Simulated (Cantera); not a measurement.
What does this Cantera script print?

```python
import numpy as np
import cantera as ct

gas_names = """
    C CN CO CO2 C2 CCN CNC C2N2 C2O C3 C3O2 C4 C4N2 C5 N NCO NO NO2 NO3 N2 N2O O O2 O3 Si SiC SiC2 SiN
    SiO SiO2 Si2 Si2C Si2N Si3
""".split()
cond_names = """
    C(gr) Si(cr) Si(L) SiC(b) SiO2(Lqz) SiO2(hqz) SiO2(L) Si2N2O(s) Si3N4(a)
""".split()


# ... load() reads the species with a 1 bar reference pressure and builds the phases ...
atoms = {
    'Si': {'Si': 1},
    'CO2': {'C': 1, 'O': 2},
    'N2': {'N': 2},
}
top_T = {'C(gr)': 4500, 'SiC(b)': 3050, 'Si2N2O(s)': 2100, 'Si3N4(a)': 2400}  # K; cautious upper limits of use, not melting points


# ... equilibrate(T, P, feed) seeds the gas with the atoms and calls Mixture.equilibrate('TP', solver="vcs", rtol=1e-11, max_steps=5000) ...
results = []
T = 1098  # K
P = 101325  # Pa
for m in [0.13, 0.17, 0.22, 0.26, 0.31, 0.36, 0.4, 0.45, 0.49, 0.54]:
    feed = {'Si': 1, 'CO2': m, 'N2': 4.1}  # mol
    mix = equilibrate(T, P, feed)
    results.append((T, P, feed, dict(zip(mix.species_names, mix.species_moles))))

top = {s: max(r[3][s] / sum(r[3][g] for g in gas_names) for r in results) for s in gas_names}
cols = sorted((s for s in top if top[s] > 1e-05), key=lambda s: -top[s])[:5]
seen = [c for c in cond_names if any(r[3].get(c, 0) > 1e-12 for r in results)]
print("log10 of partial pressures in bar; condensed amounts in mol")
print(f"{'n(CO2)':>10s}" + "".join(f"{s[:9]:>10s}" for s in cols + seen))
for T, P, feed, n in results:
    ng = sum(n[g] for g in gas_names)
    print(f"{feed['CO2']:10.4g}" + "".join(f"{np.log10(max(n[s] / ng * P / 1e5, 1e-99)):10.3f}" for s in cols)
          + "".join(f"{n.get(c, 0):10.4g}" for c in seen))
```

Output:

```
log10 of partial pressures in bar; condensed amounts in mol
    n(CO2)        N2        CO     C(gr) SiO2(hqz) Si2N2O(s)  Si3N4(a)
      0.13     0.006    -8.240      0.13         0      0.26      0.16
      0.17     0.006    -8.240      0.17         0      0.34    0.1067
      0.22     0.006    -8.240      0.22         0      0.44      0.04
      0.26     0.005    -2.592    0.2509  0.007253    0.4964         0
      0.31     0.005    -2.592    0.3008   0.07386    0.4631         0
      0.36     0.005    -2.592    0.3507    0.1405    0.4298         0
       0.4     0.005    -2.592    0.3906    0.1938    0.4031         0
      0.45     0.005    -2.592    0.4406    0.2604    0.3698         0
      0.49     0.005    -2.592    0.4805    0.3137    0.3432         0
      0.54     0.005    -2.592    0.5304    0.3803    0.3099         0
```

These are equilibrium values from Cantera (NASA tables, ideal gas, pure condensed phases), not measurements of a reactor. N2 is the only nitrogen source here; it is nearly inert below about 1500 K, so the nitride shown seldom forms there in practice. Mutual solubility and eutectic melting of coexisting phases are not modelled.
